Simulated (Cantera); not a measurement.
Standard-state values (1 bar) from the NASA 1993 polynomials, evaluated with Cantera. Values are per mole of reaction as written; species without (g) are pure solids or liquids, kept so even where they would boil at 1 bar. ZrN: taken at fixed stoichiometry.

Between 300 and 1673 K, where is each reaction favourable under standard conditions?
- H(g) + ZrO2(g) + NH3(g) ⇌ 2 H2O(g) + ZrN
- N2(g) + 2 H2(g) + 2 ZrO2 ⇌ 2 ZrN + 2 H2O2(g)


- H(g) + ZrO2(g) + NH3(g) ⇌ 2 H2O(g) + ZrN: ΔG° is -685 kJ at 300 K and -464 kJ at 1673 K; it stays negative (K > 1). ΔH° is -729 kJ and ΔS° -158 J/K at 1673 K.
- N2(g) + 2 H2(g) + 2 ZrO2 ⇌ 2 ZrN + 2 H2O2(g): ΔG° is 1194 kJ at 300 K and 1243 kJ at 1673 K; it stays positive (K < 1). ΔH° is 1159 kJ and ΔS° -50 J/K at 1673 K.
